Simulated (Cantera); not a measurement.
Charge: 1 mol SiO2, 0.87 mol C, 0.024 mol N2, equilibrated at 1350 °C and 7.50 Pa.

These are equilibrium values from Cantera (NASA tables, ideal gas, pure condensed phases), not measurements of a reactor. Candidate condensed phases: C, Si, SiC, SiO2, Si2N2O, Si3N4; 34 gas species. The tables hold silica as quartz up to 1696 K and as liquid above; real silica turns to tridymite and cristobalite and melts near 1996 K. The numbers say what is thermodynamically allowed, not how fast it happens.

Base state: SiO 0.493, CO 0.493, N2 0.0136, CO2 0.000196 (mole fractions); condensed: SiO2(β-quartz).

**Question.** What changes in the equilibrium state with this change: 0.0023 mol NH3 added?

**Answer.** 
```tsv
species	before	after
SiO	0.493	0.492
CO	0.493	0.492
N2	0.0136	0.0142
H2	0	0.00178
H	0	0.000337
CO2	0.000196	0.000196
SiO2(β-quartz), mol	0.130	0.130
```
Further candidate phases: C6H6, C7H8, C8H18, H2O.
